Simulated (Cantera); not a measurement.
Gas-phase reforming

An isothermal, constant-pressure homogeneous reactor starts with CH₄ : H₂O = 1 : 0.42 (molar parts), at 1623 K and 5.40 bar.

Model: GRI-Mech 3.0 (53 species, 325 reactions), integrated in Cantera. GRI-Mech 3.0 stops at C3 and has no aromatics, soot or wall deposition, so with more carbon than oxygen in the feed, carbon stays in small species such as C2H2 where larger ones or solid carbon would form.

| t (s) | x CH₄ | x H₂O | x HCO | x OH | x O |
|---|---|---|---|---|---|
| 2.00e-5 | 0.703 | 0.296 | 1.09e-11 | 2.94e-7 | 5.67e-12 |
| 4.55e-5 | 0.702 | 0.296 | 4.43e-11 | 3.36e-7 | 7.38e-12 |
| 0.000104 | 0.699 | 0.296 | 1.63e-10 | 4.02e-7 | 1.05e-11 |
| 0.000236 | 0.692 | 0.295 | 5.79e-10 | 4.96e-7 | 1.59e-11 |
| 0.000537 | 0.671 | 0.293 | 1.43e-9 | 5.69e-7 | 2.04e-11 |
| 0.00122 | 0.623 | 0.286 | 1.59e-9 | 5.45e-7 | 1.75e-11 |
| 0.00278 | 0.538 | 0.270 | 1.14e-9 | 4.73e-7 | 1.14e-11 |
| 0.00632 | 0.423 | 0.249 | 8.16e-10 | 4.10e-7 | 7.15e-12 |
| 0.0144 | 0.299 | 0.226 | 7.09e-10 | 3.69e-7 | 4.96e-12 |
| 0.0328 | 0.201 | 0.205 | 1.00e-9 | 3.53e-7 | 4.18e-12 |
| 0.0746 | 0.164 | 0.187 | 2.02e-9 | 3.35e-7 | 3.98e-12 |
| 0.170 | 0.162 | 0.162 | 4.03e-9 | 2.87e-7 | 3.61e-12 |
| 0.386 | 0.161 | 0.126 | 7.44e-9 | 2.16e-7 | 2.97e-12 |
| 0.879 | 0.157 | 0.0816 | 1.21e-8 | 1.35e-7 | 2.10e-12 |
| 2.00 | 0.148 | 0.0412 | 1.70e-8 | 6.63e-8 | 1.15e-12 |
x: mole fraction; the columns are a selection and need not sum to one.

Equilibrium at this temperature and pressure: CH₄ 0.135, H₂O 1.08e-5, HCO 2.25e-8, OH 1.69e-11, O <1e-12 (gas phase only).
